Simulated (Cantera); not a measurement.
What does this Cantera script print?

```python
import numpy as np
import cantera as ct

gas_names = """
    B BH BH2 BH3 BN BO BO2 B2 B2O B2O2 B2O3 B3O3H3 H HBO HBO2 HNO HNO2 HNO3 HO2 H2 H2O H2O2 H3B3O6 N NH
    NH2 NH3 NH2OH NO NO2 NO3 N2 N2H2 N2H4 N2O O OH O2 O3
""".split()
cond_names = """
    B(b) B(L) BN(s) B2O3(L) B3O3H3(cr) H2O(s) H2O(L)
""".split()


# ... load() reads the species with a 1 bar reference pressure and builds the phases ...
atoms = {
    'BN': {'B': 1, 'N': 1},
    'H2O': {'H': 2, 'O': 1},
    'H2': {'H': 2},
}
top_T = {'BN(s)': 3200}  # K; cautious upper limits of use, not melting points


# ... equilibrate(T, P, feed) seeds the gas with the atoms and calls Mixture.equilibrate('TP', solver="vcs", rtol=1e-11, max_steps=5000) ...
results = []
feed = {'BN': 1, 'H2O': 3.5, 'H2': 6.7}  # mol
P = 310  # Pa
for T in [1150, 1200, 1250, 1300, 1350, 1400, 1450, 1500, 1550, 1600, 1650, 1700, 1750]:
    mix = equilibrate(T, P, feed)
    results.append((T, P, feed, dict(zip(mix.species_names, mix.species_moles))))

top = {s: max(r[3][s] / sum(r[3][g] for g in gas_names) for r in results) for s in gas_names}
cols = sorted((s for s in top if top[s] > 1e-06), key=lambda s: -top[s])[:7]
seen = [c for c in cond_names if any(r[3].get(c, 0) > 1e-12 for r in results)]
print("log10 of partial pressures in bar; condensed amounts in mol")
print(f"{'T/K':>10s}" + "".join(f"{s[:9]:>10s}" for s in cols + seen))
for T, P, feed, n in results:
    ng = sum(n[g] for g in gas_names)
    print(f"{T:10.4g}" + "".join(f"{np.log10(max(n[s] / ng * P / 1e5, 1e-99)):10.3f}" for s in cols)
          + "".join(f"{n.get(c, 0):10.4g}" for c in seen))
```

Output:

```
log10 of partial pressures in bar; condensed amounts in mol
       T/K        H2       H2O      HBO2        N2         H      B2O3       HBO   B2O3(L)
      1150    -2.625    -3.241    -5.024    -3.840    -8.440    -8.779    -8.906    0.4826
      1200    -2.626    -3.246    -4.703    -3.840    -8.018    -8.036    -8.359    0.4648
      1250    -2.627    -3.255    -4.411    -3.842    -7.629    -7.356    -7.857    0.4318
      1300    -2.629    -3.270    -4.147    -3.844    -7.271    -6.730    -7.392    0.3742
      1350    -2.633    -3.296    -3.909    -3.848    -6.939    -6.153    -6.959    0.2797
      1400    -2.639    -3.337    -3.698    -3.854    -6.632    -5.619    -6.552    0.1328
      1450    -2.644    -3.376    -3.576    -3.859    -6.346    -5.271    -6.247         0
      1500    -2.644    -3.375    -3.579    -3.859    -6.077    -5.216    -6.111         0
      1550    -2.644    -3.374    -3.582    -3.859    -5.824    -5.165    -5.985         0
      1600    -2.645    -3.373    -3.585    -3.859    -5.587    -5.118    -5.868         0
      1650    -2.645    -3.372    -3.589    -3.859    -5.364    -5.075    -5.758         0
      1700    -2.646    -3.370    -3.592    -3.859    -5.154    -5.036    -5.656         0
      1750    -2.646    -3.369    -3.597    -3.860    -4.957    -5.000    -5.560         0
```

Cantera equilibrium calculation (NASA polynomials, part measured and part estimated; ideal gas, pure solids and liquids). Gases not in the tables: H3BO3.
